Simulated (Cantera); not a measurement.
A closed system holds: 1 mol Si, 0.0018 mol O2, 450 mol H2, held at 0.00520 bar.

Equilibrium computed with Cantera from the NASA thermochemical tables; the gas is ideal and each condensed phase is pure. Candidate condensed phases: H2O, Si, SiO2; 18 gas species. Gases not in the tables: Si2H6 and higher silanes. Kinetics and transport are ignored. All values below are at 2125 K.

Base state: H2 0.949, H 0.0491, Si 0.00206, SiH 7.46e-5, SiH2 1.22e-5 (mole fractions); condensed: gas only.

What changes in the equilibrium state with this change: Si replaced by Si3N4?


```tsv
species	before	after
H2	0.949	0.940
H	0.0491	0.0488
Si	0.00206	0.00613
N2	0	0.00429
Si2	1.76e-6	1.55e-5
SiH	7.46e-5	0.000221
```
Further candidate phases: Si2N2O, Si3N4.
